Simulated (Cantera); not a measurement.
Cantera run:

```python
import numpy as np
import cantera as ct

gas_names = """
    H HNO HNO2 HNO3 HO2 H2 H2O H2O2 N NH NH2 NH3 NH2OH NO NO2 NO3 N2 N2H2 N2H4 N2O O OH O2 O3 Si SiH
    SiH2 SiH3 SiH4 SiN SiO SiO2 Si2 Si2N Si3
""".split()
cond_names = """
    H2O(s) H2O(L) Si(cr) Si(L) SiO2(Lqz) SiO2(hqz) SiO2(L) Si2N2O(s) Si3N4(a)
""".split()


# ... load() reads the species with a 1 bar reference pressure and builds the phases ...
atoms = {
    'SiO2': {'Si': 1, 'O': 2},
    'H2': {'H': 2},
    'N2': {'N': 2},
}
top_T = {'Si2N2O(s)': 2100, 'Si3N4(a)': 2400}  # K; cautious upper limits of use, not melting points


# ... equilibrate(T, P, feed) seeds the gas with the atoms and calls Mixture.equilibrate('TP', solver="vcs", rtol=1e-11, max_steps=5000) ...
results = []
feed = {'SiO2': 1, 'H2': 320, 'N2': 7.2}  # mol
T = 925  # K
P = 36000  # Pa
mix = equilibrate(T, P, feed)
results.append((T, P, feed, dict(zip(mix.species_names, mix.species_moles))))
print(gas.report(threshold=0.0001))
for i in range(1, mix.n_phases):
    print(f"{mix.phase(i).name:16s} {mix.phase_moles(i):12.5e} mol")
```

Output:

```
       temperature   925 K
          pressure   36000 Pa
           density   0.012116 kg/m^3
  mean mol. weight   2.5884 kg/kmol
   phase of matter   gas

                          1 kg             1 kmol
                     ---------------   ---------------
          enthalpy        7.1219e+06        1.8434e+07  J
   internal energy        4.1506e+06        1.0743e+07  J
           entropy             67467        1.7463e+05  J/K
    Gibbs function       -5.5285e+07        -1.431e+08  J
 heat capacity c_p             11628             30097  J/K
 heat capacity c_v            8415.7             21783  J/K

                      mass frac. Y      mole frac. X     chem. pot. / RT
                     ---------------   ---------------   ---------------
                H2            0.7617           0.97796           -18.359
                N2           0.23783          0.021974           -29.504
     [  +33 minor]        0.00047214         7.064e-05

Si(cr)            0.00000e+00 mol
SiO2(hqz)         9.95787e-01 mol
Si2N2O(s)         2.10627e-03 mol
Si3N4(a)          0.00000e+00 mol
```

Equilibrium computed with Cantera from the NASA thermochemical tables; the gas is ideal and each condensed phase is pure. N2 is the only nitrogen source here; it is nearly inert below about 1500 K, so the nitride shown seldom forms there in practice.
